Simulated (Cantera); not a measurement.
An isothermal, constant-pressure homogeneous reactor starts with 10.6 % C3H8, 89.4 % H2, at 1375 K and 0.130 bar.

Detailed kinetics in Cantera: GRI-Mech 3.0 (53 species, 325 reactions). GRI-Mech 3.0 was tuned for natural gas; its chemistry of propane as a main component is partial and can be far from experiment. GRI-Mech 3.0 stops at C3 and has no aromatics, soot or wall deposition, so with more carbon than oxygen in the feed, carbon stays in small species such as C2H2 where larger ones or solid carbon would form.

x: mole fraction; the columns are a selection and need not sum to one.

```csv
t (s),x C3H8,x H2,x C2H6,x CH2,x H
4.00e-5,0.103,0.891,0.000139,8.32e-8,7.69e-5
0.000124,?,0.879,?,?,?
0.000386,0.0413,0.843,0.00280,3.32e-7,0.000238
0.00120,0.00414,0.813,0.00183,6.86e-8,0.000179
0.00372,0.000171,0.811,0.000642,5.55e-9,5.40e-5
0.0116,3.27e-6,0.812,0.000272,9.23e-10,2.15e-5
0.0359,2.09e-7,0.814,0.000146,4.62e-10,1.52e-5
0.111,1.17e-7,0.817,9.52e-5,3.49e-10,1.34e-5
0.346,3.90e-8,0.821,4.37e-5,2.18e-10,1.08e-5
1.07,1.63e-8,0.822,2.40e-5,1.56e-10,9.22e-6
3.34,1.54e-8,0.822,2.31e-5,1.53e-10,9.11e-6
10.4,1.54e-8,0.821,2.31e-5,1.53e-10,9.04e-6
32.2,1.54e-8,0.820,2.31e-5,1.52e-10,8.88e-6
100,1.53e-8,0.818,2.31e-5,1.52e-10,8.70e-6
```

Q: Fill in the missing entries.

A: 
- 0.000124, x C3H8: 0.0880
- 0.000124, x C2H6: 0.000870
- 0.000124, x CH2: 3.81e-7
- 0.000124, x H: 0.000175
